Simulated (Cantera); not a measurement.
Iron carbonyl, mercury and lead vapours: Fe(CO)5 + O2 + H2

Input: 1 mol Fe(CO)5, 0.74 mol O2, a varied amount of H2, at 777 °C and 10.0 mbar.

Cantera equilibrium calculation (NASA polynomials, part measured and part estimated; ideal gas, pure solids and liquids). Candidate condensed phases: C, C6H6, C7H8, C8H18, Fe, Fe(CO)5, FeO, Fe(OH)2, Fe(OH)3, Fe2O3, Fe3O4, H2O; 114 gas species. Mutual solubility and eutectic melting of coexisting phases are not modelled. The tables' stoichiometric FeO is somewhat more stable than real wüstite, so its field is too wide. FeO: taken at fixed stoichiometry. Rates play no part.

| n(H2) (mol) | x CO | x H2 | x CO2 | x H2O | x CH4 | x H | n Fe(α) | n FeO(s) |
|---|---|---|---|---|---|---|---|---|
| 1.5 | 0.622 | 0.192 | 0.147 | 0.0387 | 1.18e-7 | 3.55e-8 | 0.729 | 0.271 |
| 1.8 | 0.594 | 0.220 | 0.141 | 0.0443 | 1.49e-7 | 3.81e-8 | 0.780 | 0.220 |
| 2.3 | 0.554 | 0.262 | 0.131 | 0.0528 | 1.97e-7 | 4.15e-8 | 0.863 | 0.137 |
| 2.8 | 0.518 | 0.299 | 0.123 | 0.0601 | 2.39e-7 | 4.43e-8 | 0.947 | 0.0528 |
| 3.4 | 0.485 | 0.339 | 0.111 | 0.0657 | 2.99e-7 | 4.72e-8 | 1.00 | 0 |
| 4.3 | 0.447 | 0.394 | 0.0910 | 0.0682 | 4.17e-7 | 5.09e-8 | 1.00 | 0 |
| 5.2 | 0.414 | 0.441 | 0.0762 | 0.0689 | 5.35e-7 | 5.39e-8 | 1.00 | 0 |
| 6.5 | 0.374 | 0.497 | 0.0605 | 0.0682 | 7.00e-7 | 5.72e-8 | 1.00 | 0 |
| 8 | 0.337 | 0.549 | 0.0477 | 0.0661 | 8.78e-7 | 6.01e-8 | 1.00 | 0 |
x: gas mole fraction; n: condensed amount in mol.

From 1.5 mol H2 to 2.8 mol H2 the condensed part is Fe(α) + FeO(s). From 3.4 mol H2 to 8 mol H2 the condensed part is Fe(α).
